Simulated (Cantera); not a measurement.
Charge: 1 mol N2O, 0.0039 mol SO2, equilibrated at 2275 K and 0.323 Torr.

Equilibrium computed with Cantera from the NASA thermochemical tables; the gas is ideal and each condensed phase is pure. Candidate condensed phases: S; 17 gas species. Rates play no part.

### Question
What is the equilibrium state?

### Answer
```json
{
  "x(N2)": "0.623",
  "x(O2)": "0.256",
  "x(O)": "0.105",
  "x(NO)": "0.0146",
  "x(SO2)": "0.00217",
  "x(SO)": "0.000275",
  "x(S)": "9.81e-6",
  "x(N)": "1.13e-6",
  "gas_amount": "1.587 mol",
  "log10 activity of S(l) (absent)": "-8.26"
}
```
